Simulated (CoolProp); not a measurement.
n-perfluorohexane at several states: fugacity coefficient from the reference equation and from simpler models built on Tc = 448.0 K, pc = 1.742 MPa, ω = 0.497; each cubic takes its own stable root.

Computed with CoolProp (reference Helmholtz-energy equation of state, Gao 2022).

| T (K) | p (MPa) | phase | reference | van der Waals | Soave-Redlich-Kwong | Peng-Robinson |
|---|---|---|---|---|---|---|
| 214.7 | 3.27 | liquid | (withheld) | 0.01903 | (withheld) | (withheld) |
| 393.4 | 5.62 | liquid | 0.1223 | (withheld) | 0.1336 | 0.1242 |
| 233.6 | 4.33 | liquid | (withheld) | (withheld) | 0.0002342 | 0.0002487 |
| 449.4 | 0.15 | gas | 0.9703 | (withheld) | (withheld) | 0.9680 |

Problem. What belongs in the gaps?

Solution. 
- 214.7, reference: 4.695e-5
- 214.7, Soave-Redlich-Kwong: 5.324e-5
- 214.7, Peng-Robinson: 6.000e-5
- 393.4, van der Waals: 0.2444
- 233.6, reference: 0.0002124
- 233.6, van der Waals: 0.02867
- 449.4, van der Waals: 0.9747
- 449.4, Soave-Redlich-Kwong: 0.9711
